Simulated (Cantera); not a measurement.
A freely propagating, adiabatic, planar premixed flame of CH4 : CO : O2 : N2 = 1 : 0.079 : 2.34 : 8.81 (molar parts), unburnt at 400 K and 10.0 bar; mixture-averaged transport, grid criteria slope 0.08 and curve 0.16, no radiation.

Model: GRI-Mech 3.0 (53 species, 325 reactions), integrated in Cantera. Burning velocities carry a grid error of a few per cent, more on coarse grids.

Task: What does this change do: CH4 1 to 0.8 parts?

Result: 
| quantity | before | after |
|---|---|---|
| laminar burning velocity | 19.8 cm/s | 11.0 cm/s |
| thermal thickness | 0.0959 mm | 0.149 mm |
| peak x(C2H4) | 0.000528 | 0.000339 |

Task: What does this change do: O2 2.34 to 3 parts?

Result: 
| quantity | before | after |
|---|---|---|
| laminar burning velocity | 19.8 cm/s | 20.7 cm/s |
| thermal thickness | 0.0959 mm | 0.0889 mm |
| peak x(C2H4) | 0.000528 | 0.000397 |

Task: What does this change do: 0.071 parts H2 added?

Result: 
```json
[
 {"quantity": "laminar burning velocity", "before": "19.8 cm/s", "after": "21.3 cm/s"},
 {"quantity": "thermal thickness", "before": "0.0959 mm", "after": "0.0917 mm"},
 {"quantity": "peak x(C2H4)", "before": "0.000528", "after": "0.000519"}
]
```
